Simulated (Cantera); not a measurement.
A closed system holds: 1 mol MgSO4, 0.056 mol CO2, 9.4 mol H2O, at 752 °C and 0.690 bar.

Method: chemical equilibrium by Gibbs-energy minimisation in Cantera with the NASA 1993 tables (ideal gas, pure condensed phases). Candidate condensed phases: C, C6H6, C7H8, C8H18, H2O, H2SO4, Mg, MgCO3, MgO, Mg(OH)2, MgS, MgSO4, S; 130 gas species. Mutual solubility and eutectic melting of coexisting phases are not modelled. Equilibrium is a limit: real reactors are often held back by kinetics, nucleation or transport.

Base state: H2O 0.993, CO2 0.00592, SO2 0.000759, O2 0.000379, SO3 1.67e-5 (mole fractions); condensed: MgO(s) + MgSO4(s).

**Question.** What changes in the equilibrium state with this change: 0.012 mol H2S added?

**Answer.** 
```csv
species,before,after
H2O,0.993,0.989
CO2,0.00592,0.00588
SO2,0.000759,0.00506
O2,0.000379,8.53e-6
SO3,1.67e-5,1.67e-5
"MgO(s), mol",0.00734,0.0363
"MgSO4(s), mol",0.993,0.964
```

**Question.** What changes in the equilibrium state with this change: MgSO4 replaced by MgCO3?

**Answer.** 
| species | before | after |
|---|---|---|
| H2O | 0.993 | 0.899 |
| CO2 | 0.00592 | 0.101 |
| O2 | 0.000379 | 2.21e-7 |
| SO2 | 0.000759 | 0 |
| SO3 | 1.67e-5 | 0 |
| MgO(s), mol | 0.00734 | 1.00 |
| MgSO4(s), mol | 0.993 | 0 |

**Question.** What changes in the equilibrium state with this change: temperature from 752 °C to 952 °C?

**Answer.** 
```
species          before    after
-------------  --------  -------
H2O               0.993    0.861
SO2            0.000759   0.0872
O2             0.000379   0.0436
SO3             1.67e-5  0.00319
CO2             0.00592  0.00513
MgO(s), mol     0.00734    0.987
MgSO4(s), mol     0.993   0.0130
```
